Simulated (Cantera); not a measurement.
Input: 1 mol Al2O3, 3.8 mol H2, held at 0.133 bar.

Cantera equilibrium calculation (NASA polynomials, part measured and part estimated; ideal gas, pure solids and liquids). Candidate condensed phases: Al, Al2O3, H2O; 19 gas species. The tables' values for AlOH are old estimates; treat these amounts as uncertain. Rates play no part.

Question: At 2898 K, list the 4 most abundant gas species with their mole fractions, and the condensed phases.

Answer: H2 0.670, H 0.256, H2O 0.0375, Al 0.0159. Condensed: Al2O3(l).
